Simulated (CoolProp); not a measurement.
Properties of R1234ze(Z) along the isotherm 380.9 K.

Model: reference Helmholtz-energy equation of state, Akasaka 2019, in CoolProp.

| p (MPa) | phase | cp (kJ/(kg K)) | cv (kJ/(kg K)) | Joule-Thomson coefficient (K/MPa) | isothermal compressibility (1/MPa) | fugacity coefficient |
|---|---|---|---|---|---|---|
| 0.126 | gas | 0.9886 | 0.9078 | 16.26 | 8.100 | 0.9804 |
| 0.252 | gas | 1.004 | 0.9147 | 16.55 | 4.140 | 0.9610 |
| 0.378 | gas | 1.022 | 0.9218 | 16.86 | 2.826 | 0.9417 |
| 0.504 | gas | 1.041 | 0.9293 | 17.19 | 2.175 | 0.9225 |
| 0.63 | gas | 1.063 | 0.9372 | 17.56 | 1.790 | 0.9034 |
| 0.757 | gas | 1.087 | 0.9457 | 17.97 | 1.538 | 0.8842 |
| 0.883 | gas | 1.115 | 0.9546 | 18.43 | 1.365 | 0.8652 |
| 1.01 | gas | 1.148 | 0.9642 | 18.94 | 1.242 | 0.8462 |
| 1.13 | gas | 1.185 | 0.9740 | 19.50 | 1.159 | 0.8282 |
| 1.26 | gas | 1.233 | 0.9857 | 20.19 | 1.097 | 0.8087 |
| 1.39 | gas | 1.294 | 0.9986 | 21.02 | 1.061 | 0.7891 |
| 1.51 | gas | 1.368 | 1.012 | 21.94 | 1.051 | 0.7710 |
| 1.64 | liquid | 1.682 | 1.031 | 0.6743 | 0.01831 | 0.7366 |
| 1.77 | liquid | 1.673 | 1.030 | 0.6521 | 0.01782 | 0.6858 |
